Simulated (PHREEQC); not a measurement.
# Alkaline etch or developer

Make-up at 60 °C: 9.8 mmol/kgw LiOH and 0.064 mmol/kgw H3BO3. Closed to the air; pH follows from the charge balance.

Model: ion-association model, phreeqc.dat, run in PHREEQC.

```yaml
pH: 10.96
ionic_strength: 0.00980 mol/kgw
specific_conductance: 4090 µS/cm
total_alkalinity: 9.80 meq/kg
```

| species | molality | activity | log γ |
|---|---|---|---|
| Li+ | 0.00980 | 0.00883 | -0.045 |
| OH- | 0.00974 | 0.00871 | -0.048 |
| H2BO3- | 6.34e-5 | 5.68e-5 | -0.048 |
| H3BO3 | 6.16e-7 | 6.18e-7 | 0.001 |

No solid was allowed to form. Away from 25 °C the constants follow the database's enthalpies or fits; those with neither stay at their 25 °C values.
